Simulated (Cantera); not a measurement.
Charge: 1 mol B₂H₆, 5.1 mol O₂, equilibrated at 2223.15 K and 100 Torr.

Cantera equilibrium calculation (NASA polynomials, part measured and part estimated; ideal gas, pure solids and liquids). Candidate condensed phases: B, B₂O₃, B₃O₃H₃, H₂O; 23 gas species. The feed counts by its element totals alone. Equilibrium is a limit: real reactors are often held back by kinetics, nucleation or transport.

Base state: H₂O 0.347, O₂ 0.330, HBO₂ 0.254, B₂O₃ 0.0267, OH 0.0188, BO₂ 0.0166, O 0.00492, H₂ 0.00218 (mole fractions); condensed: gas only.

Task: What changes in the equilibrium state with this change: O₂ from 5.1 to 0.7 mol?

Result: 
```csv
species,before,after
H₂,0.00218,0.700
HBO,1.77e-5,0.162
B₂O₂,2.92e-7,0.0756
H₂O,0.347,6.16e-5
O₂,0.330,<1e-9
OH,0.0188,1.87e-7
BO₂,0.0166,4.66e-6
BO,7.96e-5,0.0405
HBO₂,0.254,0.00128
H,0.000819,0.0147
B₂O₃,0.0267,0.00381
O,0.00492,2.72e-9
BH₂,<1e-9,0.00103
B₂O,<1e-9,0.000987
"B(s), mol",0,0.612
```
The tables' values for BH₂ are old estimates; treat these amounts as uncertain. Gases not in the tables: B₂H₆ and higher boranes.
